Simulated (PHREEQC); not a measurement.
PHREEQC input (ion-association model, wateq4f.dat):

```
SOLUTION 1
  temp 25
  units mol/kgw
  pH 7 charge
  Cl 0.149
  Zn 0.0035
  Ni 0.071
SOLUTION 2
  temp 25
  units mol/kgw
  pH 7 charge
  Cl 0.01797
  Cd 0.0089
  F 0.00018
  Na 0.00035
END
SELECTED_OUTPUT 1
  -reset false
  -pH true
  -pe true
  -ionic_strength true
  -water true
  -totals Cd Cl F Na Ni Zn
  -molalities H+ Cd+2 Cl- F- Na+ Ni+2 Zn+2 O2 OH- HF
    HF2- ZnCl+ ZnCl2 ZnCl3- ZnCl4-2 ZnF+ ZnOH+ Zn(OH)2 Zn(OH)3- Zn(OH)4-2
    ZnOHCl CdCl+ CdCl2 CdCl3- CdF+ CdF2 CdOH+ Cd(OH)2 Cd(OH)3- Cd(OH)4-2
    Cd2OH+3 CdOHCl NiCl+ NiF+ NiOH+ Ni(OH)2 Ni(OH)3- NiCl2 H2F2 NaF
  -equilibrium_phases Zn(OH)2-a Zn5(OH)8Cl2 Cd(OH)2 CdOHCl Ni(OH)2 Halite ZnF2 CdF2
PRINT
  -reset false
MIX 1
  1 1
  2 0
EQUILIBRIUM_PHASES 1
  Zn(OH)2-a 0 0
  Zn5(OH)8Cl2 0 0
  Cd(OH)2 0 0
  CdOHCl 0 0
  Ni(OH)2 0 0
  Halite 0 0
  ZnF2 0 0
  CdF2 0 0
  O2(g) -0.68 10
END
# ... the last block is repeated for the other 20 points of share of solution B
```

Selected output (columns that matter, 15 of 21 rows; share of solution B added in front):

```
share of solution B	pH	mu	Cd	Cl	F	Na	Ni	Zn	m_H+	m_Cd+2	m_Cl-	m_F-	m_Na+	m_Ni+2
0	5.5923	0.20483	0	0.149	0	0	0.071	0.0035	3.2091e-06	0	0.13882	0	0	0.062905
0.05	5.6017	0.19577	0.000445	0.14245	9e-06	1.75e-05	0.06745	0.003325	3.1338e-06	7.5081e-05	0.1327	6.5689e-06	1.75e-05	0.060025
0.15	5.6213	0.1775	0.001335	0.12935	2.7e-05	5.25e-05	0.06035	0.002975	2.981e-06	0.00024243	0.12037	2.0082e-05	5.25e-05	0.054188
0.2	5.6316	0.16829	0.00178	0.12279	3.6e-05	7e-05	0.0568	0.0028	2.9034e-06	0.00033595	0.11416	2.7041e-05	6.9999e-05	0.051229
0.3	5.6535	0.14975	0.00267	0.10969	5.4e-05	0.000105	0.0497	0.00245	2.7454e-06	0.00054667	0.10169	4.1405e-05	0.000105	0.045231
0.35	5.665	0.14042	0.003115	0.10314	6.3e-05	0.0001225	0.04615	0.002275	2.6648e-06	0.00066593	0.095418	4.8832e-05	0.0001225	0.042191
0.45	5.6897	0.12165	0.004005	0.090037	8.1e-05	0.0001575	0.03905	0.001925	2.4998e-06	0.00093899	0.082823	6.4241e-05	0.0001575	0.03603
0.5	5.7029	0.11222	0.00445	0.083485	9e-05	0.000175	0.0355	0.00175	2.4149e-06	0.0010965	0.076501	7.2257e-05	0.000175	0.032907
0.55	5.7169	0.10276	0.004895	0.076934	9.9e-05	0.0001925	0.03195	0.001575	2.3281e-06	0.0012712	0.070167	8.0509e-05	0.00019249	0.029757
0.65	5.7478	0.083793	0.005785	0.063831	0.000117	0.0002275	0.02485	0.001225	2.1468e-06	0.0016863	0.057474	9.7831e-05	0.00022749	0.023369
0.7	5.765	0.074304	0.00623	0.057279	0.000126	0.000245	0.0213	0.00105	2.051e-06	0.0019368	0.051125	0.00010698	0.00024499	0.020131
0.8	5.8054	0.055391	0.00712	0.044176	0.000144	0.00028	0.0142	0.0007	1.8426e-06	0.0025644	0.038463	0.0001265	0.00027999	0.01356
0.85	5.83	0.046018	0.007565	0.037625	0.000153	0.0002975	0.01065	0.000525	1.7254e-06	0.0029694	0.032175	0.00013703	0.00029748	0.010226
0.95	5.8987	0.027693	0.008455	0.024522	0.000171	0.0003325	0.00355	0.000175	1.4394e-06	0.0040984	0.019814	0.0001603	0.00033248	0.0034484
1	5.9552	0.018962	0.0089	0.01797	0.00018	0.00035	0	0	1.2436e-06	0.0049393	0.013848	0.00017347	0.00034997	0
```
